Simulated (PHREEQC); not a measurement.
Consider water at 25 °C with 1.2 mol Na2CO3 and 0.61 mol H3BO3 per kg of water. Closed to the air; pH follows from the charge balance.

Computed with PHREEQC (Pitzer model, pitzer.dat).

This is a speciation only: nothing precipitates in the calculation.

Task: Order these B species by the share of B that they hold, largest first: B(OH)3, B3O3(OH)4-, B(OH)4-, B4O5(OH)4-2.

Result: B4O5(OH)4-2 (52 %), B(OH)4- (37 %), B3O3(OH)4- (6.3 %), B(OH)3 (5.3 %)

The pH is 9.79 and the ionic strength 3.29 mol/kgw. The solution is supersaturated, for example in Borax, so a real one may precipitate; this is no full list. Complexes and solids missing from the database can't appear. In brines, pH and single-ion activities rest on the MacInnes convention.
